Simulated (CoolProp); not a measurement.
A single-stage vapour-compression cycle with R143a: evaporating at 193.15 K (dew point), condensing at 246.15 K (bubble point), superheat 2 K, subcooling 5 K, compressor efficiency 0.8, no pressure losses. Each further row changes one setting.

The numbers come from the reference Helmholtz-energy equation of state, Lemmon and Jacobsen 2000 in CoolProp.

| case | cooling COP | pressure ratio | discharge temperature (K) | refrigerating effect (kJ/kg) | volumetric capacity (kJ/m³) |
|---|---|---|---|---|---|
| as stated | 2.42 | 15.4 | 294.1 | 187 | 154 |
| evaporating temperature 198.15 K | 2.80 | 11.1 | 287.5 | 190 | 214 |
| condensing temperature 241.15 K | 2.73 | 12.6 | 286.4 | 193 | 160 |
| subcooling 10 K | 2.50 | 15.4 | 294.1 | 193 | 160 |
| superheat 12 K | 2.39 | 15.4 | 305.6 | 194 | 152 |
| compressor efficiency 0.7 | 2.11 | 15.4 | 305.4 | 187 | 154 |
